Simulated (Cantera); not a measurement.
Al(CH₃)₃ + O₂ + H₂ + NH₃ (aluminium nitride and oxide growth)

Input: 1 mol Al(CH₃)₃, 0.72 mol O₂, 3.7 mol H₂, 1.7 mol NH₃, equilibrated at 10.0 Torr.

These are equilibrium values from Cantera (NASA tables, ideal gas, pure condensed phases), not measurements of a reactor. Candidate condensed phases: Al, AlN, Al₂O₃, C, C₆H₆, C₇H₈, C₈H₁₈, H₂O; 148 gas species. The feed counts by its element totals alone. Mutual solubility and eutectic melting of coexisting phases are not modelled. Condensed phases not in the tables: aluminium oxynitride. The numbers say what is thermodynamically allowed, not how fast it happens.

```tsv
T (K)	x H₂	x CO	x N₂	x Al	x H	x HCN	n AlN(s)	n Al₂O₃(s)	n C(graphite)
1075	0.928	7.11e-5	0.0717	<1e-12	1.22e-7	4.09e-6	0.0405	0.480	2.99
1150	0.928	0.000386	0.0715	<1e-12	6.22e-7	1.08e-5	0.0430	0.479	2.99
1225	0.927	0.00169	0.0710	1.53e-12	2.60e-6	2.51e-5	0.0531	0.473	2.98
1300	0.924	0.00619	0.0693	5.81e-11	9.21e-6	5.24e-5	0.0880	0.456	2.93
1375	0.916	0.0193	0.0643	1.52e-9	2.84e-5	9.80e-5	0.191	0.405	2.77
1450	0.897	0.0507	0.0523	3.02e-8	7.76e-5	0.000159	0.445	0.278	2.39
1525	0.861	0.107	0.0306	5.30e-7	0.000190	0.000204	0.934	0.0331	1.66
1600	0.857	0.115	0.0277	5.85e-6	0.000436	0.000316	1.000	0	1.56
1675	0.856	0.115	0.0277	4.97e-5	0.000930	0.000491	0.999	0	1.55
1750	0.855	0.115	0.0277	0.000350	0.00186	0.000735	0.995	0	1.55
1825	0.850	0.114	0.0284	0.00207	0.00352	0.00108	0.971	0	1.54
1900	0.837	0.112	0.0320	0.0101	0.00629	0.00159	0.860	0	1.53
1975	0.794	0.107	0.0454	0.0387	0.0106	0.00253	0.447	0	1.52
```
x: gas mole fraction; n: condensed amount in mol.

From 1075 K to 1525 K the condensed part is AlN(s) + Al₂O₃(s) + C(graphite). From 1600 K to 1975 K the condensed part is AlN(s) + C(graphite).
